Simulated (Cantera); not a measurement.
Mixture: CH₄ : O₂ : N₂ = 1 : 2 : 7.52 (molar parts), equivalence ratio 1.0, at 21.0 bar, adiabatic and at constant volume. Ignition delay is the time to a rise of 400 K.

Cantera simulation using GRI-Mech 3.0 (53 species, 325 reactions); the numbers are that mechanism's predictions, not measurements. The pressure lies above the range GRI-Mech 3.0 was tuned for (to about 10 atm).

Q: Predict: delay at 1150 K; delay at 1225 K; delay at 1300 K; delay at 1375 K; delay at 1450 K; apparent activation energy between 1300 and 1450 K.

A: 
```json
{
  "delay at 1150 K": "3.70 ms",
  "delay at 1225 K": "1.46 ms",
  "delay at 1300 K": "0.630 ms",
  "delay at 1375 K": "0.289 ms",
  "delay at 1450 K": "0.140 ms",
  "apparent activation energy between 1300 and 1450 K": "160 kJ/mol"
}
```
